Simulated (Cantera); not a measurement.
Input (Python, Cantera) and output of one run.

```python
import numpy as np
import cantera as ct

gas_names = [...]  # 91 gases of nasa_gas.yaml made of C, Cl, H
cond_names = """
    C(gr) C6H6(L) C7H8(L) C8H18(L),n-octa
""".split()


# ... load() reads the species with a 1 bar reference pressure and builds the phases ...
atoms = {
    'CCl4': {'C': 1, 'CL': 4},
    'H2': {'H': 2},
}
top_T = {'C(gr)': 4500}  # K; cautious upper limits of use, not melting points


# ... equilibrate(T, P, feed) seeds the gas with the atoms and calls Mixture.equilibrate('TP', solver="vcs", rtol=1e-11, max_steps=5000) ...
results = []
feed = {'CCl4': 1, 'H2': 4.2}  # mol
P = 10000  # Pa
for T in [698, 898, 1098, 1298, 1498, 1698, 1898, 2098, 2298, 2498, 2698, 2898, 3098, 3298]:
    mix = equilibrate(T, P, feed)
    results.append((T, P, feed, dict(zip(mix.species_names, mix.species_moles))))

top = {s: max(r[3][s] / sum(r[3][g] for g in gas_names) for r in results) for s in gas_names}
cols = sorted((s for s in top if top[s] > 0.001), key=lambda s: -top[s])[:6]
seen = [c for c in cond_names if any(r[3].get(c, 0) > 1e-12 for r in results)]
print("log10 of partial pressures in bar; condensed amounts in mol")
print(f"{'T/K':>10s}" + "".join(f"{s[:9]:>10s}" for s in cols + seen))
for T, P, feed, n in results:
    ng = sum(n[g] for g in gas_names)
    print(f"{T:10.4g}" + "".join(f"{np.log10(max(n[s] / ng * P / 1e5, 1e-99)):10.3f}" for s in cols)
          + "".join(f"{n.get(c, 0):10.4g}" for c in seen))
```

Result:

```
log10 of partial pressures in bar; condensed amounts in mol
       T/K       HCL         H        H2        CL       CH4        C3     C(gr)
       698    -1.165   -14.439    -1.589   -13.965    -2.229   -51.232    0.6548
       898    -1.189   -10.690    -1.458   -10.431    -3.410   -37.233     0.976
      1098    -1.190    -8.332    -1.451    -8.119    -4.339   -28.359    0.9972
      1298    -1.190    -6.695    -1.450    -6.509    -4.999   -22.242    0.9994
      1498    -1.190    -5.490    -1.450    -5.324    -5.486   -17.777    0.9998
      1698    -1.191    -4.565    -1.450    -4.415    -5.857   -14.378    0.9996
      1898    -1.192    -3.832    -1.451    -3.696    -6.149   -11.709    0.9983
      2098    -1.198    -3.238    -1.452    -3.117    -6.384    -9.559    0.9936
      2298    -1.215    -2.748    -1.458    -2.647    -6.583    -7.793    0.9807
      2498    -1.252    -2.339    -1.472    -2.271    -6.766    -6.317    0.9508
      2698    -1.324    -2.001    -1.504    -1.979    -6.959    -5.067    0.8885
      2898    -1.447    -1.727    -1.570    -1.768    -7.200    -3.995    0.7548
      3098    -1.636    -1.522    -1.695    -1.633    -7.540    -3.067    0.3429
      3298    -1.887    -1.376    -1.872    -1.565    -8.134    -2.738         0
```

Equilibrium computed with Cantera from the NASA thermochemical tables; the gas is ideal and each condensed phase is pure. The tables' values for CCl are old estimates; treat these amounts as uncertain.
